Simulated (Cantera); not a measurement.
What does this Cantera script print?

```python
import numpy as np
import cantera as ct

gas_names = """
    SiH4 Si H2S
""".split()
cond_names = """
    S(cr1) S(cr2) S(L)
""".split()


# ... load() reads the species with a 1 bar reference pressure and builds the phases ...
species = {s.name: s for s in load("nasa_gas.yaml", gas_names) + load("nasa_condensed.yaml", cond_names)}
# Each term lists the table entries of one substance; the one whose range holds T is used.
reactions = {
    '2 S + SiH4(g) = Si(g) + 2 H2S(g)':
        [(-2, ['S(cr1)', 'S(cr2)', 'S(L)']), (-1, ['SiH4']), (1, ['Si']), (2, ['H2S'])],
}


def pick(names, T):
    return next(species[n] for n in names if species[n].thermo.min_temp <= T <= species[n].thermo.max_temp)


results = []
for label, terms in reactions.items():
    print(label)
    print("     T/K   dH/kJ  dS/(J/K)   dG/kJ   log10 K")
    for T in [300, 398, 498, 598, 698, 798, 898, 998]:
        used = [(nu, pick(names, T)) for nu, names in terms]
        dH = sum(nu * s.thermo.h(T) for nu, s in used) / 1e6
        dS = sum(nu * s.thermo.s(T) for nu, s in used) / 1e3
        dG = dH - T * dS / 1e3
        logK = -dG * 1e6 / (ct.gas_constant * T * np.log(10))
        results.append((label, T, dH, dS, dG, logK, [s.name for _, s in used]))
        print(f"{T:8g} {dH:8.1f} {dS:8.1f} {dG:8.1f} {logK:8.2f}")
```

It prints:

```
2 S + SiH4(g) = Si(g) + 2 H2S(g)
     T/K   dH/kJ  dS/(J/K)   dG/kJ   log10 K
     300    374.7    310.7    281.5   -49.01
     398    369.9    298.4    251.2   -32.97
     498    366.0    289.7    221.8   -23.26
     598    361.8    281.9    193.2   -16.88
     698    358.4    276.6    165.3   -12.37
     798    355.3    272.5    137.8    -9.02
     898    351.7    268.2    110.8    -6.44
     998    347.7    264.1     84.2    -4.41
```

Standard-state values (1 bar) from the NASA 1993 polynomials, evaluated with Cantera. Condensed species are held in their standard states even where they would react or evaporate.
